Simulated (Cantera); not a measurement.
Hydrocarbon pyrolysis for carbon deposition

An isothermal, constant-pressure homogeneous reactor starts with CH₄ : N₂ = 1 : 9.4 (molar parts), at 1600 K and 15.8 Torr.

Model: GRI-Mech 3.0 (53 species, 325 reactions), integrated in Cantera. GRI-Mech 3.0 stops at C3 and has no aromatics, soot or wall deposition, so with more carbon than oxygen in the feed, carbon stays in small species such as C2H2 where larger ones or solid carbon would form. Radical loss at walls, strong at low pressure, is not modelled.

```
t (s)        x CH₄    x C₂H₄     x C₂H     x CH₂     x CH₃      x H₂   x C₂H₂
--------  --------  --------  --------  --------  --------  --------  -------
1.00e-6     0.0962    <1e-12    <1e-12    <1e-12   5.01e-9  1.24e-10   <1e-12
8.36e-6     0.0962    <1e-12    <1e-12    <1e-12   4.85e-8   7.66e-9   <1e-12
6.99e-5     0.0962    <1e-12    <1e-12    <1e-12   5.91e-7   2.49e-7   <1e-12
0.000585    0.0961  4.05e-10    <1e-12  2.07e-11   5.62e-6   2.76e-6   <1e-12
0.00489     0.0961   2.88e-7    <1e-12   1.12e-9   4.75e-5   2.44e-5  1.93e-9
0.0409      0.0954  0.000150  4.32e-11   6.07e-8  0.000374  0.000530  1.11e-5
0.342       0.0617   0.00240   2.72e-8   3.08e-7  0.000702    0.0444   0.0131
2.86        0.0114   6.98e-5   9.31e-8   1.05e-7  0.000166     0.116   0.0385
23.9      0.000710   1.35e-5   1.49e-7   1.39e-8   1.47e-5     0.131   0.0435
200        8.68e-5   1.33e-5   1.53e-7   1.78e-9   1.84e-6     0.131   0.0438
```
x: mole fraction; the columns are a selection and need not sum to one.

Equilibrium at this temperature and pressure: CH₄ 3.75e-5, C₂H₄ 4.50e-6, C₂H 5.16e-8, CH₂ 7.71e-10, CH₃ 7.93e-7, H₂ 0.131, C₂H₂ 0.0148 (gas phase only).
